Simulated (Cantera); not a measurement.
A freely propagating, adiabatic, planar premixed flame of H₂ : O₂ : N₂ = 1 : 0.5 : 2.1 (molar parts), unburnt at 525 K and 5.00 bar; mixture-averaged transport, grid criteria slope 0.08 and curve 0.16, no radiation.

Computed with Cantera and the H2/O2 subset of GRI-Mech 3.0, which has no nitrogen chemistry. The hydrogen kinetics of GRI-Mech 3.0 are dated; newer H2 mechanisms differ, most at raised pressure. Burning velocities carry a grid error of a few per cent, more on coarse grids.

Task: How do the results move with these cheaper or finer settings: unity-Lewis-number transport; multicomponent transport; multicomponent+Soret transport; grid criteria slope 0.5, curve 1; grid criteria slope 0.25, curve 0.5; grid criteria slope 0.03, curve 0.06?

Result: 
```
setting                               laminar burning velocity  thermal thickness  peak x(O)  peak x(H)  grid points
------------------------------------  ------------------------  -----------------  ---------  ---------  -----------
as above                                              460 cm/s          0.0586 mm    0.00681     0.0251          111
unity-Lewis-number transport                          362 cm/s          0.0503 mm    0.00752     0.0336          108
multicomponent transport                              454 cm/s          0.0580 mm    0.00679     0.0251          112
multicomponent+Soret transport                        415 cm/s          0.0574 mm    0.00668     0.0231          112
grid criteria slope 0.5, curve 1                      503 cm/s          0.0697 mm    0.00686     0.0266           44
grid criteria slope 0.25, curve 0.5                   479 cm/s          0.0632 mm    0.00692     0.0253           52
grid criteria slope 0.03, curve 0.06                  457 cm/s          0.0575 mm    0.00674     0.0252          236
```
Unity Lewis numbers drop preferential diffusion, which matters most where H2 and H carry the flame; Soret adds thermal diffusion.
